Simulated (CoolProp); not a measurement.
Properties of ethane at several states.

Model: reference Helmholtz-energy equation of state, Bücker 2006, in CoolProp.

| T (K) | p (bar) | phase | cp (kJ/(kg K)) | cv (kJ/(kg K)) | speed of sound (m/s) | isothermal compressibility (1/MPa) | Prandtl number | fugacity coefficient |
|---|---|---|---|---|---|---|---|---|
| 507.2 | 0.231 | gas | 2.620 | 2.343 | 395.9 | 43.30 | 0.710 | 0.9997 |
| 439.7 | 5.74 | gas | 2.368 | 2.073 | 368.2 | 1.763 | 0.736 | 0.9882 |
| 178 | 57.4 | liquid | 2.386 | 1.441 | 1409 | 0.001498 | 2.54 | 0.01465 |

Viscosity comes from a separate model (Friend 1991). Thermal conductivity comes from a separate model (Friend 1991).
